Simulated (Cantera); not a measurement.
Stirred combustor or abatement burner

A perfectly stirred reactor is fed with CO : H2 : CH4 : O2 : N2 = 1 : 0.51 : 0.14 : 1.18 : 10.9 (molar parts), equivalence ratio 0.88, at 5.00 bar; it is adiabatic with a 475 K inlet, and is followed from long to short residence time, starting on the burning branch (τ in s: 0.025, 0.012, 0.0055, 0.0026, 0.0012, 0.00057, 0.00027, 0.00013, 5.9e-05, 2.8e-05, 1.3e-05).

Model: GRI-Mech 3.0 (53 species, 325 reactions), integrated in Cantera.

```csv
τ (s),T (K),x CO,x H2,x CH4,x CH3,x NO
0.025,1603,0.00137,0.000196,5.85e-6,9.34e-7,1.08e-5
0.012,1595,0.00218,0.000305,9.54e-6,1.41e-6,1.01e-5
0.0055,1583,0.00352,0.000477,1.62e-5,2.17e-6,9.29e-6
0.0026,1564,0.00554,0.000718,2.77e-5,3.27e-6,8.66e-6
0.0012,1534,0.00889,0.00107,5.05e-5,5.08e-6,7.79e-6
0.00057,1483,0.0147,0.00158,0.000103,8.22e-6,5.94e-6
0.00027,475,0.0728,0.0371,0.0102,<1e-12,<1e-12
0.00013,475,0.0728,0.0371,0.0102,<1e-12,<1e-12
5.9e-5,475,0.0728,0.0371,0.0102,<1e-12,<1e-12
2.8e-5,475,0.0728,0.0371,0.0102,<1e-12,<1e-12
1.3e-5,475,0.0728,0.0371,0.0102,<1e-12,<1e-12
```
x: mole fraction; the columns are a selection and need not sum to one.
